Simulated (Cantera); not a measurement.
Feed: 1 mol C6H6, 22 mol H2, 0.22 mol N2, equilibrated at 2.00 bar.

These are equilibrium values from Cantera (NASA tables, ideal gas, pure condensed phases), not measurements of a reactor. Candidate condensed phases: C, C6H6, C7H8, C8H18; 92 gas species. Equilibrium is a limit: real reactors are often held back by kinetics, nucleation or transport.

x: gas mole fraction; n: condensed amount in mol.

```csv
T (°C),x H2,x CH4,x N2,x NH3,x HCN,x H,x C2H2 (acetylene),n C(graphite)
425,0.675,0.313,0.0109,0.00111,1.64e-11,<1e-12,<1e-12,0
525,0.676,0.312,0.0113,?,?,?,<1e-12,0
625,0.687,0.302,0.0113,0.000149,7.39e-8,6.41e-11,3.61e-11,0.151
725,?,?,0.00991,?,?,?,?,?
825,0.928,0.0629,0.00924,5.52e-5,2.00e-6,1.68e-8,1.18e-8,4.51
925,0.961,0.0296,0.00896,3.44e-5,6.77e-6,1.32e-7,9.51e-8,5.27
1025,0.976,0.0152,0.00883,2.27e-5,1.89e-5,7.49e-7,5.45e-7,5.62
1125,0.983,0.00844,0.00877,1.57e-5,4.53e-5,3.32e-6,2.41e-6,5.79
1225,0.986,0.00505,0.00871,1.14e-5,9.66e-5,1.21e-5,8.69e-6,5.87
1325,0.988,0.00321,0.00865,8.57e-6,0.000187,3.74e-5,2.66e-5,5.91
1425,0.989,0.00216,0.00857,6.66e-6,0.000333,0.000102,7.12e-5,5.93
```

Task: What belongs in the gaps?

Result: 
- 725, x H2: 0.849
- 725, x CH4: 0.141
- 725, x NH3: 9.19e-5
- 725, x HCN: 4.61e-7
- 725, x H: 1.40e-9
- 725, x C2H2 (acetylene): 9.18e-10
- 725, n C(graphite): 2.89
- 525, x NH3: 0.000360
- 525, x HCN: 1.91e-9
- 525, x H: 1.55e-12
